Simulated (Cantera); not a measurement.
Charge: 1 mol B2O3, 1.7 mol H2O, 0.17 mol N2, equilibrated at 10.0 mbar.

Method: chemical equilibrium by Gibbs-energy minimisation in Cantera with the NASA 1993 tables (ideal gas, pure condensed phases). Candidate condensed phases: B, BN, B2O3, B3O3H3, H2O; 39 gas species. Gases not in the tables: H3BO3. The numbers say what is thermodynamically allowed, not how fast it happens.

Question: At 1173 K, list the 5 most abundant gas species with their mole fractions, and the condensed phases.

Answer: H2O 0.903, N2 0.0907, HBO2 0.00533, (HBO2)3 0.00111, H2 2.07e-5. Condensed: B2O3(l).
